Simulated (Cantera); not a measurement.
# Si + HCl + H2 + Cl2 (chlorosilane synthesis and conversion)

Input: 1 mol Si, 1.3 mol HCl, 12 mol H2, 2.9 mol Cl2, held at 1730 Torr.

Cantera equilibrium calculation (NASA polynomials, part measured and part estimated; ideal gas, pure solids and liquids). Candidate condensed phases: Si; 19 gas species. The tables' values for SiCl3 are old estimates; treat these amounts as uncertain. Equilibrium is a limit: real reactors are often held back by kinetics, nucleation or transport.

From 227 °C to 1127 °C nothing is condensed. The main Si-bearing gas is SiCl4 throughout.

| T (°C) | x H2 | x HCl | x SiCl4 | x SiHCl3 |
|---|---|---|---|---|
| 227 | 0.730 | 0.204 | 0.0658 | 3.75e-7 |
| 327 | 0.730 | 0.204 | 0.0658 | 6.48e-6 |
| 427 | 0.730 | 0.204 | 0.0657 | 4.81e-5 |
| 527 | 0.730 | 0.204 | 0.0656 | 0.000212 |
| 627 | 0.730 | 0.205 | 0.0651 | 0.000660 |
| 727 | 0.729 | 0.206 | 0.0642 | 0.00160 |
| 827 | 0.727 | 0.207 | 0.0624 | 0.00323 |
| 927 | 0.724 | 0.210 | 0.0594 | 0.00557 |
| 1027 | 0.719 | 0.215 | 0.0546 | 0.00830 |
| 1127 | 0.710 | 0.225 | 0.0465 | 0.0104 |
x: gas mole fraction; nothing condenses.
